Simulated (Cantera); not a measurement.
Feed: 1 mol CH₃F, 0.043 mol H₂, held at 10.0 mbar.

Method: chemical equilibrium by Gibbs-energy minimisation in Cantera with the NASA 1993 tables (ideal gas, pure condensed phases). Candidate condensed phases: C, C₆H₆, C₇H₈, C₈H₁₈; 95 gas species. The numbers say what is thermodynamically allowed, not how fast it happens. All values below are at 3223 K.

Base state: H 0.561, HF 0.248, C₃ 0.0718, F 0.0357, H₂ 0.0352, C 0.0231, C₂ 0.0120, C₂H 0.00589 (mole fractions); condensed: gas only.

### Question
What changes in the equilibrium state with this change: pressure from 10.0 mbar to 0.150 bar?

### Answer
```tsv
species	before	after
HF	0.248	0.381
H	0.561	0.349
H₂	0.0352	0.205
C₂H₂ (acetylene)	0.00160	0.0232
C	0.0231	0.00243
F	0.0357	0.00587
C₂	0.0120	0.00201
C₃	0.0718	0.0189
C₆H₂	6.15e-7	5.56e-5
CH₃	1.17e-7	1.00e-5
C₄H₂	3.04e-5	0.00110
C₂H₂ (vinylidene)	8.13e-6	0.000118
CH₂	4.49e-6	4.13e-5
C(graphite), mol	0	0.645
```
